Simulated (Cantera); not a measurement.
An adiabatic, constant-volume homogeneous reactor starts with CH4 : O2 : N2 = 1 : 2.99 : 11.2 (molar parts), at 1600 K and 1300000 Pa. Integrator tolerance rtol = 1e-08.

Computed with Cantera and GRI-Mech 3.0 (53 species, 325 reactions). The pressure lies above the range GRI-Mech 3.0 was tuned for (to about 10 atm).

**Question.** What does this change do: N2 11.2 to 29 parts?

**Answer.** 
| quantity | before | after |
|---|---|---|
| time of steepest temperature rise | 50.9 µs | 0.119 ms |
| temperature at 3.00 s | 2939 K | 2387 K |
| equilibrium temperature | 2939 K | 2387 K |
| x(CH4) at 3.00 s | <1e-12 (gas-phase equilibrium <1e-12) | <1e-12 (gas-phase equilibrium <1e-12) |
| x(O2) at 3.00 s | 0.0553 (gas-phase equilibrium 0.0553) | 0.0263 (gas-phase equilibrium 0.0263) |
| x(NO) at 3.00 s | 0.0217 (gas-phase equilibrium 0.0217) | 0.00699 (gas-phase equilibrium 0.00699) |
| x(CH2) at 3.00 s | <1e-12 (gas-phase equilibrium <1e-12) | <1e-12 (gas-phase equilibrium <1e-12) |
| x(OH) at 3.00 s | 0.0162 (gas-phase equilibrium 0.0162) | 0.00218 (gas-phase equilibrium 0.00218) |
| x(HO2) at 3.00 s | 3.34e-5 (gas-phase equilibrium 3.34e-5) | 3.57e-6 (gas-phase equilibrium 3.57e-6) |
| x(NO2) at 3.00 s | 3.31e-5 (gas-phase equilibrium 3.31e-5) | 1.10e-5 (gas-phase equilibrium 1.10e-5) |
